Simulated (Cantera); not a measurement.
An isothermal, constant-pressure homogeneous reactor starts with CH4 : CO2 : H2 : H2O = 1 : 1.7 : 0.88 : 0.11 (molar parts), at 1375 K and 85000 Pa.

Model: GRI-Mech 3.0 (53 species, 325 reactions), integrated in Cantera.

x: mole fraction; the columns are a selection and need not sum to one.

```json
[
 {"t (s)": "0.000300", "x CH4": "0.271", "x CO2": "0.461", "x H2": "0.238", "x CH3": "?", "x CH2O": "1.86e-10", "x HO2": "<1e-12", "x C2H4": "3.73e-9"},
 {"t (s)": "0.00107", "x CH4": "0.271", "x CO2": "0.461", "x H2": "0.238", "x CH3": "?", "x CH2O": "5.92e-9", "x HO2": "<1e-12", "x C2H4": "1.35e-7"},
 {"t (s)": "0.00382", "x CH4": "0.271", "x CO2": "0.461", "x H2": "0.238", "x CH3": "?", "x CH2O": "5.55e-8", "x HO2": "<1e-12", "x C2H4": "2.24e-6"},
 {"t (s)": "0.0136", "x CH4": "0.271", "x CO2": "0.460", "x H2": "0.238", "x CH3": "?", "x CH2O": "1.80e-7", "x HO2": "<1e-12", "x C2H4": "2.46e-5"},
 {"t (s)": "0.0486", "x CH4": "0.270", "x CO2": "0.459", "x H2": "0.237", "x CH3": "2.22e-5", "x CH2O": "2.67e-7", "x HO2": "<1e-12", "x C2H4": "0.000192"},
 {"t (s)": "0.173", "x CH4": "0.268", "x CO2": "0.453", "x H2": "0.234", "x CH3": "2.25e-5", "x CH2O": "2.77e-7", "x HO2": "<1e-12", "x C2H4": "0.000708"},
 {"t (s)": "0.618", "x CH4": "0.261", "x CO2": "0.433", "x H2": "0.223", "x CH3": "2.26e-5", "x CH2O": "2.89e-7", "x HO2": "<1e-12", "x C2H4": "0.00147"},
 {"t (s)": "2.20", "x CH4": "0.237", "x CO2": "0.373", "x H2": "0.195", "x CH3": "2.23e-5", "x CH2O": "3.31e-7", "x HO2": "<1e-12", "x C2H4": "0.00288"},
 {"t (s)": "7.86", "x CH4": "0.167", "x CO2": "0.248", "x H2": "0.164", "x CH3": "?", "x CH2O": "4.27e-7", "x HO2": "<1e-12", "x C2H4": "0.00589"},
 {"t (s)": "28.0", "x CH4": "0.0839", "x CO2": "0.155", "x H2": "0.200", "x CH3": "?", "x CH2O": "3.02e-7", "x HO2": "<1e-12", "x C2H4": "0.0102"},
 {"t (s)": "100", "x CH4": "0.0742", "x CO2": "0.124", "x H2": "0.248", "x CH3": "?", "x CH2O": "1.58e-7", "x HO2": "<1e-12", "x C2H4": "0.00755"}
]
```

**Question.** Complete the blanks.

**Answer.** 
- 0.000300, x CH3: 4.37e-6
- 0.00107, x CH3: 1.20e-5
- 0.00382, x CH3: 1.63e-5
- 0.0136, x CH3: 1.95e-5
- 7.86, x CH3: 1.92e-5
- 28.0, x CH3: 1.29e-5
- 100, x CH3: 1.10e-5
